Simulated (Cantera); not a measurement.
Source: NASA polynomial tables (part measured, part estimated), evaluated in Cantera. Values are per mole of reaction as written; species without (g) are pure solids or liquids, kept so even where they would boil at 1 bar.

2 CuF₂ + O(g) → Cu₂O + 4 F(g), with ΔH° = 975.5 kJ and ΔS° = 411.4 J/K at 300 K.

How far is the shortcut ΔG° ≈ ΔH°(300 K) − T·ΔS°(300 K) from the full temperature-dependent value at 898, 923, 948, 973, 998, 1023, 1048 K?


```
T (K)  shortcut (kJ)  full (kJ)  difference (kJ)  difference in log10 K
-----  -------------  ---------  ---------------  ---------------------
898            606.0      611.0             -5.0                   0.29
923            595.7      601.2             -5.5                   0.31
948            585.5      591.5             -6.0                   0.33
973            575.2      581.7             -6.6                   0.35
998            564.9      572.0             -7.2                   0.37
1023           554.6      562.3             -7.7                   0.40
1048           544.3      552.7             -8.4                   0.42
```
The shortcut ignores the heat-capacity change of the reaction.
